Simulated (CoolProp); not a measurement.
Vapour-liquid equilibrium of isohexane (1) + n-heptane (2) at 69.05 °C; x and y are mole fractions of (1).

Computed with CoolProp (multi-fluid Helmholtz-energy mixture model, Lemmon 2006 and Span 2003; pair parameters Bell 2016).

| x | bubble pressure, mixture model (MPa) | bubble pressure, Raoult's law (MPa) | y, mixture model | y, Raoult's law |
|---|---|---|---|---|
| 0.05 | 0.04382 | 0.04386 | 0.148 | 0.152 |
| 0.125 | 0.05075 | 0.05091 | 0.319 | 0.327 |
| 0.2 | 0.05763 | 0.05796 | 0.448 | 0.459 |
| 0.275 | 0.06449 | 0.06500 | 0.550 | 0.563 |
| 0.35 | 0.07136 | 0.07205 | 0.634 | 0.647 |
| 0.425 | 0.07827 | 0.07910 | 0.703 | 0.715 |
| 0.5 | 0.08522 | 0.08615 | 0.761 | 0.773 |
| 0.575 | 0.09223 | 0.09319 | 0.812 | 0.821 |
| 0.65 | 0.09931 | 0.1002 | 0.855 | 0.863 |
| 0.725 | 0.1065 | 0.1073 | 0.893 | 0.900 |
| 0.8 | 0.1137 | 0.1143 | 0.927 | 0.931 |
| 0.875 | 0.1209 | 0.1214 | 0.957 | 0.960 |
| 0.95 | 0.1282 | 0.1284 | 0.984 | 0.985 |

The largest gap from Raoult's law is -1.1 % in bubble pressure, at x = 0.5. No azeotrope shows between x = 0.05 and 0.95.

The pair parameters rest on a limited set of measurements; away from them the model extrapolates.
